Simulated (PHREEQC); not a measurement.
Solution A (7.2 mmol/kgw PbCl2, 0.04 mmol/kgw KNO3 and 0.036 mmol/kgw Cu(NO3)2) is mixed with solution B (0.0048 mol CuCl2, 0.00081 mol H2SO4 and 0.24 mol KCl per kg of water) at 25 °C; shares are by mass of water, 1 kg in all. O2 is buffered at 0.21 atm. No CO2 enters from the air. The run lets Cu(OH)2, Brochantite, Antlerite, Atacamite, Cu2(OH)3NO3, Litharge, Anglesite, Cotunnite, Laurionite, Larnakite, Chalcanthite precipitate or redissolve, and no other solid.

Model: ion-association model, wateq4f.dat, run in PHREEQC.

| share of solution B | pH | Anglesite (mol) | Pb in solution (mol/kgw) | S in solution (mol/kgw) |
|---|---|---|---|---|
| 0 | 5.05 | 0 | 0.00720 | 0 |
| 0.1 | 3.85 | 5.19e-5 | 0.00643 | 2.91e-5 |
| 0.2 | 3.56 | 0.000115 | 0.00564 | 4.69e-5 |
| 0.35 | 3.33 | 0.000192 | 0.00449 | 9.12e-5 |
| 0.45 | 3.23 | 0.000224 | 0.00374 | 0.000140 |
| 0.55 | 3.14 | 0.000229 | 0.00301 | 0.000216 |
| 0.65 | 3.08 | 0.000187 | 0.00233 | 0.000340 |
| 0.8 | 2.99 | 0 | 0.00144 | 0.000648 |
| 0.9 | 2.94 | 0 | 0.000720 | 0.000729 |
| 1 | 2.90 | 0 | 0 | 0.000810 |

Anglesite from share of solution B = 0.05 (pH 4.14), last present at share of solution B = 0.75.
